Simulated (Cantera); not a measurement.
Thermodynamics of metals in furnace atmospheres, feed Cu + CO

A closed system holds: 1 mol Cu, 2.5 mol CO, equilibrated at 1.00 bar.

These are equilibrium values from Cantera (NASA tables, ideal gas, pure condensed phases), not measurements of a reactor. Candidate condensed phases: C, Cu, CuO, Cu2O; 15 gas species. Rates play no part.

```json
[
 {"T (°C)": "477", "x CO": "0.0415", "x CO2": "0.959", "x Cu": "<1e-12", "x Cu2": "<1e-12", "n C(graphite)": "1.22", "n Cu(s)": "1.00", "n Cu(l)": "0"},
 {"T (°C)": "552", "x CO": "0.138", "x CO2": "0.862", "x Cu": "<1e-12", "x Cu2": "<1e-12", "n C(graphite)": "1.16", "n Cu(s)": "1.00", "n Cu(l)": "0"},
 {"T (°C)": "627", "x CO": "0.343", "x CO2": "0.657", "x Cu": "<1e-12", "x Cu2": "<1e-12", "n C(graphite)": "0.991", "n Cu(s)": "1.00", "n Cu(l)": "0"},
 {"T (°C)": "702", "x CO": "0.625", "x CO2": "0.375", "x Cu": "5.58e-12", "x Cu2": "<1e-12", "n C(graphite)": "0.682", "n Cu(s)": "1.00", "n Cu(l)": "0"},
 {"T (°C)": "777", "x CO": "0.847", "x CO2": "0.153", "x Cu": "1.05e-10", "x Cu2": "<1e-12", "n C(graphite)": "0.332", "n Cu(s)": "1.00", "n Cu(l)": "0"},
 {"T (°C)": "852", "x CO": "0.948", "x CO2": "0.0525", "x Cu": "1.34e-9", "x Cu2": "<1e-12", "n C(graphite)": "0.125", "n Cu(s)": "1.00", "n Cu(l)": "0"},
 {"T (°C)": "927", "x CO": "0.982", "x CO2": "0.0182", "x Cu": "1.23e-8", "x Cu2": "<1e-12", "n C(graphite)": "0.0447", "n Cu(s)": "1.00", "n Cu(l)": "0"},
 {"T (°C)": "1002", "x CO": "0.993", "x CO2": "0.00691", "x Cu": "8.66e-8", "x Cu2": "5.54e-12", "n C(graphite)": "0.0172", "n Cu(s)": "1.00", "n Cu(l)": "0"},
 {"T (°C)": "1077", "x CO": "0.997", "x CO2": "0.00290", "x Cu": "4.89e-7", "x Cu2": "6.42e-11", "n C(graphite)": "0.00723", "n Cu(s)": "1.000", "n Cu(l)": "0"},
 {"T (°C)": "1152", "x CO": "0.999", "x CO2": "0.00133", "x Cu": "2.17e-6", "x Cu2": "5.10e-10", "n C(graphite)": "0.00333", "n Cu(s)": "0", "n Cu(l)": "1.000"},
 {"T (°C)": "1227", "x CO": "0.999", "x CO2": "0.000663", "x Cu": "8.22e-6", "x Cu2": "3.22e-9", "n C(graphite)": "0.00166", "n Cu(s)": "0", "n Cu(l)": "1.000"},
 {"T (°C)": "1302", "x CO": "1.000", "x CO2": "0.000354", "x Cu": "2.73e-5", "x Cu2": "1.70e-8", "n C(graphite)": "0.000883", "n Cu(s)": "0", "n Cu(l)": "1.000"},
 {"T (°C)": "1377", "x CO": "1.000", "x CO2": "0.000200", "x Cu": "8.12e-5", "x Cu2": "7.62e-8", "n C(graphite)": "0.000500", "n Cu(s)": "0", "n Cu(l)": "1.000"}
]
```
x: gas mole fraction; n: condensed amount in mol.

From 477 °C to 1077 °C the condensed part is C(graphite) + Cu(s). From 1152 °C to 1377 °C the condensed part is C(graphite) + Cu(l).
